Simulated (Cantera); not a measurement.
A closed system holds: 1 mol Si, a varied amount of HCl, 1.8 mol H₂, at 1098 K and 0.150 bar.

Equilibrium computed with Cantera from the NASA thermochemical tables; the gas is ideal and each condensed phase is pure. Candidate condensed phases: Si; 19 gas species. The numbers say what is thermodynamically allowed, not how fast it happens.

Problem. Which condensed phases are stable at each of these points (n(HCl) (mol)): 0.6, 0.83, 1.1, 1.6, 2.2, 3.1, 4.2?

Solution. 
```tsv
n(HCl) (mol)	condensed phases	Si condensed (%)
0.6	Si(s)	85.3
0.83	Si(s)	79.4
1.1	Si(s)	72.4
1.6	Si(s)	59.4
2.2	Si(s)	43.9
3.1	Si(s)	20.7
4.2	gas only	0.0
```

From 0.6 mol HCl to 3.1 mol HCl the condensed part is Si(s). At 4.2 mol HCl nothing is condensed.
